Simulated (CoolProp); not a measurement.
Vapour-liquid equilibrium of cyclopentane (1) + octamethylcyclotetrasiloxane (D4) (2) at 56.75 °C; x and y are mole fractions of (1).

The numbers come from the multi-fluid Helmholtz-energy mixture model, Gedanitz 2015 and Thol 2015; pair parameters Bell 2016 in CoolProp.

```json
[
 {"x": "0.05", "bubble pressure (bar)": "0.05728", "y at the bubble point": "0.822", "dew pressure at overall composition x (bar)": "0.01125", "liquid density (mol/L)": "3.209"},
 {"x": "0.2", "bubble pressure (bar)": "0.2071", "y at the bubble point": "0.958", "dew pressure at overall composition x (bar)": "0.01333", "liquid density (mol/L)": "3.648"},
 {"x": "0.35", "bubble pressure (bar)": "0.3741", "y at the bubble point": "0.981", "dew pressure at overall composition x (bar)": "0.01636", "liquid density (mol/L)": "4.198"},
 {"x": "0.5", "bubble pressure (bar)": "0.5598", "y at the bubble point": "0.990", "dew pressure at overall composition x (bar)": "0.02118", "liquid density (mol/L)": "4.907"},
 {"x": "0.65", "bubble pressure (bar)": "0.7649", "y at the bubble point": "0.995", "dew pressure at overall composition x (bar)": "0.03000", "liquid density (mol/L)": "5.855"},
 {"x": "0.8", "bubble pressure (bar)": "0.9881", "y at the bubble point": "0.998", "dew pressure at overall composition x (bar)": "0.05140", "liquid density (mol/L)": "7.184"},
 {"x": "0.95", "bubble pressure (bar)": "1.218", "y at the bubble point": "1.000", "dew pressure at overall composition x (bar)": "0.1798", "liquid density (mol/L)": "9.184"}
]
```

No azeotrope shows between x = 0.05 and 0.95.

Pair parameters are fitted to limited data, so mixtures are less certain than the pure fluids.
